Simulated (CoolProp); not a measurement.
The fluid at 479.13 K and 4.61 MPa flows at 0.23 m/s in a round tube of 25 mm bore and 45 µm roughness, fully developed (64/Re and Nu = 3.66 if laminar; Colebrook and Gnielinski if turbulent). The same conditions are run with several fluids, on thermodynamics alone (safety and materials aside).

Model: reference Helmholtz-energy equation of state of each fluid (n-heptane: Span 2003; n-hexane: Thol 2019; m-xylene: Zhou 2012; n-nonane: Lemmon 2006; ethylbenzene: Zhou 2012), in CoolProp.

Question: Rank n-heptane, n-hexane, m-xylene, n-nonane, ethylbenzene by Reynolds number, highest first.

Answer: n-hexane (35900), n-heptane (30400), m-xylene (26700), ethylbenzene (26300), n-nonane (21500)

| fluid | Darcy friction factor | pressure drop (Pa/m) | heat-transfer coefficient (W/(m² K)) | mass flow (kg/h) |
|---|---|---|---|---|
| n-heptane | 0.0276 | 14.9 | 593 | 207 |
| n-hexane | 0.0270 | 13.0 | 646 | 185 |
| m-xylene | 0.0281 | 20.7 | 601 | 282 |
| n-nonane | 0.0291 | 17.5 | 549 | 231 |
| ethylbenzene | 0.0282 | 20.8 | 609 | 283 |

Transport values come from each fluid's own correlations; those of ethylbenzene are estimates that may be off by 10 % or more.
